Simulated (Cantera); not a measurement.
An isothermal, constant-pressure homogeneous reactor starts with C2H6 : H2 = 1 : 54 (molar parts), at 1925 K and 0.000355 atm. Integrator tolerance rtol = 1e-08.

Cantera simulation using GRI-Mech 3.0 (53 species, 325 reactions); the numbers are that mechanism's predictions, not measurements. GRI-Mech 3.0 stops at C3 and has no aromatics, soot or wall deposition, so with more carbon than oxygen in the feed, carbon stays in small species such as C2H2 where larger ones or solid carbon would form. Radical loss at walls, strong at low pressure, is not modelled.

Problem. What does this change do: H2 54 to 43 parts?

Solution. 
| quantity | before | after |
|---|---|---|
| x(C2H6) at 30.0 s | 1.45e-10 (gas-phase equilibrium <1e-12) | 1.35e-10 (gas-phase equilibrium <1e-12) |
| x(H2) at 30.0 s | 0.968 (gas-phase equilibrium 0.934) | 0.964 (gas-phase equilibrium 0.930) |
| x(C2H2) at 30.0 s | 0.0173 (gas-phase equilibrium 0.0171) | 0.0215 (gas-phase equilibrium 0.0212) |
| x(C2H) at 30.0 s | 3.62e-6 (gas-phase equilibrium 1.29e-5) | 4.66e-6 (gas-phase equilibrium 1.60e-5) |
| x(C2H4) at 30.0 s | 2.90e-7 (gas-phase equilibrium 5.95e-8) | 3.39e-7 (gas-phase equilibrium 7.34e-8) |
